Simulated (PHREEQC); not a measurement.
Dissolve 0.37 mol/kgw Na2CO3 and 6.2e-05 mol/kgw H4SiO4 at 15 °C. Closed to the air; pH follows from the charge balance.

Computed with PHREEQC (Pitzer model, pitzer.dat).

No solid was allowed to form.

Problem. Order these Si species by the share of Si that they hold, largest first: H3SiO4-, H4SiO4, H2SiO4-2.

Solution. H3SiO4- (87 %), H2SiO4-2 (13 %), H4SiO4 (0.68 %)

The pH is 11.74 and the ionic strength 1.11 mol/kgw. Species that the database lacks are ignored. In brines, pH and single-ion activities rest on the MacInnes convention.
